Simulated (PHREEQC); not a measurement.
Ca(OH)2 is added in steps, without added water, to 1 kg of water holding 4.5 mmol/kgw NiCl2, at 20 °C. O2 is buffered at 0.21 atm. No CO2 enters from the air. Only these solids could form: Portlandite, Ni(OH)2.

Base run: PHREEQC, ion-association model, wateq4f.dat. Each further column changes one thing. The table gives Ni+2 (mol/kgw).

```
Ca(OH)2 added (mol)      base  all activity coefficients set to 1  Davies equation for every ion  Debye-Hückel limiting law  metal-ligand complexes left out
-------------------  --------  ----------------------------------  -----------------------------  -------------------------  -------------------------------
0                     0.00444                                 [?]                        0.00444                    0.00444                          0.00450
0.000825              0.00362                             0.00359                        0.00362                    0.00363                          0.00367
0.00165               0.00281                             0.00278                        0.00281                    0.00281                          0.00285
0.002475              0.00200                             0.00198                        0.00200                    0.00200                          0.00202
0.0033                0.00118                             0.00117                        0.00118                    0.00118                          0.00120
0.004125             0.000369                            0.000366                       0.000369                   0.000370                         0.000375
0.00495              3.58e-12                            1.87e-12                       3.56e-12                   3.98e-12                         3.58e-12
0.00605              3.27e-13                            1.63e-13                       3.24e-13                        [?]                         3.27e-13
0.006875             1.47e-13                            7.13e-14                       1.45e-13                   1.68e-13                         1.47e-13
0.0077               8.48e-14                                 [?]                       8.39e-14                   9.87e-14                         8.48e-14
0.008525             5.61e-14                            2.59e-14                       5.54e-14                   6.62e-14                         5.61e-14
0.00935              4.03e-14                            1.82e-14                       3.97e-14                   4.81e-14                         4.03e-14
0.01018              3.06e-14                            1.36e-14                       3.02e-14                   3.70e-14                         3.06e-14
0.011                2.42e-14                                 [?]                       2.38e-14                   2.97e-14                         2.42e-14
```

Task: Fill in the missing entries.

Result: 
- 0, all activity coefficients set to 1: 0.00440
- 0.00605, Debye-Hückel limiting law: 3.70e-13
- 0.0077, all activity coefficients set to 1: 4.02e-14
- 0.011, all activity coefficients set to 1: 1.05e-14

The database's Ni(OH)2 is the aged solid; a fresh precipitate is more soluble.
